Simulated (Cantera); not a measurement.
A closed system holds: 1 mol SiO₂, a varied amount of CH₄, 1.2 mol CO, equilibrated at 2525 K and 1.70 bar.

Method: chemical equilibrium by Gibbs-energy minimisation in Cantera with the NASA 1993 tables (ideal gas, pure condensed phases). Candidate condensed phases: C, C₆H₆, C₇H₈, C₈H₁₈, H₂O, Si, SiC, SiO₂; 123 gas species. The tables hold silica as quartz up to 1696 K and as liquid above; real silica turns to tridymite and cristobalite and melts near 1996 K. Gases not in the tables: Si(OH)₄, Si₂H₆ and higher silanes. Kinetics and transport are ignored.

Task: Which condensed phases are stable at each of these points (n(CH₄) (mol)): 0.42, 0.51, 0.62, 0.75, 0.91, 1.1, 1.4, 1.6, 2, 2.4, 3?

Result: 
```json
[
 {"n(CH₄) (mol)": "0.42", "condensed phases": "SiO₂(l)", "Si condensed (%)": "44.3"},
 {"n(CH₄) (mol)": "0.51", "condensed phases": "SiO₂(l)", "Si condensed (%)": "33.7"},
 {"n(CH₄) (mol)": "0.62", "condensed phases": "SiO₂(l)", "Si condensed (%)": "20.7"},
 {"n(CH₄) (mol)": "0.75", "condensed phases": "SiO₂(l)", "Si condensed (%)": "5.4"},
 {"n(CH₄) (mol)": "0.91", "condensed phases": "gas only", "Si condensed (%)": "0.0"},
 {"n(CH₄) (mol)": "1.1", "condensed phases": "Si(l)", "Si condensed (%)": "6.2"},
 {"n(CH₄) (mol)": "1.4", "condensed phases": "SiC(s)", "Si condensed (%)": "17.9"},
 {"n(CH₄) (mol)": "1.6", "condensed phases": "SiC(s)", "Si condensed (%)": "27.8"},
 {"n(CH₄) (mol)": "2", "condensed phases": "SiC(s)", "Si condensed (%)": "47.6"},
 {"n(CH₄) (mol)": "2.4", "condensed phases": "SiC(s)", "Si condensed (%)": "67.1"},
 {"n(CH₄) (mol)": "3", "condensed phases": "C(graphite) + SiC(s)", "Si condensed (%)": "90.8"}
]
```

From 0.42 mol CH₄ to 0.75 mol CH₄ the condensed part is SiO₂(l). At 0.91 mol CH₄ nothing is condensed. At 1.1 mol CH₄ the condensed part is Si(l). From 1.4 mol CH₄ to 2.4 mol CH₄ the condensed part is SiC(s). At 3 mol CH₄ the condensed part is C(graphite) + SiC(s). The share of Si in condensed phases is highest at 3 mol CH₄ (90.8 %) and lowest at 0.91 mol CH₄ (0.0 %).
